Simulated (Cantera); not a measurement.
Input: 1 mol FeS, 4.5 mol H2, 11 mol N2, held at 1098 K and 13.3 mbar.

Cantera equilibrium calculation (NASA polynomials, part measured and part estimated; ideal gas, pure solids and liquids). Candidate condensed phases: Fe, FeS, FeS2, S; 16 gas species. Mutual solubility and eutectic melting of coexisting phases are not modelled. FeS: taken at fixed stoichiometry. The numbers say what is thermodynamically allowed, not how fast it happens.

Question: What is the equilibrium state?

Answer: x(N2): 0.710
x(H2): 0.290
x(H2S): 0.000653
n(Fe(α)): 0.0101 mol
n(FeS(s)): 0.990 mol
gas amount: 15.50 mol
log10 activity of S(l) (absent): -4.96
